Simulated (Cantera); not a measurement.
Input: 1 mol Si, 1.2 mol Cl2, 14 mol H2, 1.6 mol HCl, at 0.100 bar.

Method: chemical equilibrium by Gibbs-energy minimisation in Cantera with the NASA 1993 tables (ideal gas, pure condensed phases). Candidate condensed phases: Si; 19 gas species. The tables' values for SiCl3, SiCl are old estimates; treat these amounts as uncertain. Gases not in the tables: Si2H6 and higher silanes. Rates play no part.

log p: log10 of the partial pressure in bar; n: condensed amount in mol.

```
T (K)  log p H2  log p HCl  log p SiCl4  log p SiCl2  log p SiHCl3  n Si(s)  n Si(l)
-----  --------  ---------  -----------  -----------  ------------  -------  -------
573       -1.03      -4.04        -2.20         <-13         -4.04        0        0
673       -1.03      -3.57        -2.22       -10.20         -3.57        0        0
773       -1.03      -3.23        -2.24        -7.86         -3.24        0        0
873       -1.03      -2.98        -2.28        -6.07         -3.00        0        0
973       -1.04      -2.78        -2.33        -4.68         -2.83        0        0
1073      -1.04      -2.53        -2.39        -3.74         -2.81   0.0250        0
1173      -1.05      -2.27        -2.49        -3.14         -2.90   0.0802        0
1273      -1.06      -2.09        -2.71        -2.71         -3.08    0.101        0
1373      -1.08      -1.99            …            …             …        …        0
1473      -1.08      -1.95            …            …             …        …        0
1573      -1.08      -1.94        -4.23        -2.26         -4.26  0.00860        0
1673      -1.08      -1.93        -4.78        -2.24         -4.67        0        0
1773      -1.09      -1.92        -5.26        -2.25         -5.06        0   0.0217
```

Task: Fill in the missing entries.

Result: 
- 1473, log p SiCl4: -3.65
- 1473, log p SiCl2: -2.32
- 1473, log p SiHCl3: -3.81
- 1473, n Si(s): 0.0373
- 1373, log p SiCl4: -3.11
- 1373, log p SiCl2: -2.44
- 1373, log p SiHCl3: -3.39
- 1373, n Si(s): 0.0750
